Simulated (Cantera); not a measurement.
An isothermal, constant-pressure homogeneous reactor starts with C2H6 : N2 = 1 : 20 (molar parts), at 1825 K and 0.987 atm. Integrator tolerance rtol = 1e-08.

Detailed kinetics in Cantera: GRI-Mech 3.0 (53 species, 325 reactions). GRI-Mech 3.0 stops at C3 and has no aromatics, soot or wall deposition, so with more carbon than oxygen in the feed, carbon stays in small species such as C2H2 where larger ones or solid carbon would form.

Q: What does this change do: C2H6 1 to 7 parts?

A: 
```csv
quantity,before,after
x(C2H6) at 10.0 s,7.15e-9 (gas-phase equilibrium 2.01e-9),4.24e-7 (gas-phase equilibrium 2.63e-7)
x(C2H2) at 10.0 s,0.0432 (gas-phase equilibrium 0.0120),0.168 (gas-phase equilibrium 0.104)
x(C2H4) at 10.0 s,7.32e-5 (gas-phase equilibrium 2.04e-5),0.00111 (gas-phase equilibrium 0.000684)
x(CH2) at 10.0 s,1.33e-8 (gas-phase equilibrium 7.04e-9),5.19e-8 (gas-phase equilibrium 4.08e-8)
x(H2) at 10.0 s,0.0864 (gas-phase equilibrium 0.0867),0.336 (gas-phase equilibrium 0.337)
x(C2H) at 10.0 s,6.33e-7 (gas-phase equilibrium 1.76e-7),1.25e-6 (gas-phase equilibrium 7.68e-7)
```
